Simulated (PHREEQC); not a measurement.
Consider water at 25 °C with 0.075 mol/kgw BaCl2, 0.00015 mol/kgw CO2 and 0.12 mol/kgw KCl. Closed to the air; pH follows from the charge balance.

Equilibrium calculation in PHREEQC: ion-association model, phreeqc.dat.

Precipitation was switched off in this run.

Problem. Order these C species by the share of C that they hold, largest first: CO2, HCO3-, BaHCO3+.

Solution. CO2 (92 %), HCO3- (6.7 %), BaHCO3+ (1.1 %)

The pH is 5.04 and the ionic strength 0.345 mol/kgw.
